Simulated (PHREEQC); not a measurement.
A solution holds 1.6 mmol/kgw KHCO3 and 0.43 mmol/kgw KOH, at 74 °C. Closed to the air; pH follows from the charge balance.

All values are PHREEQC results (ion-association model, wateq4f.dat), not measurements.

Precipitation was switched off in this run.

What pH, ionic strength does the model give?

pH 9.12; ionic strength 0.00220 mol/kgw.

In which forms is C present?

HCO3- 89 %, CO3-2 11 % of the C.

Constants without temperature data keep their 25 °C values here.
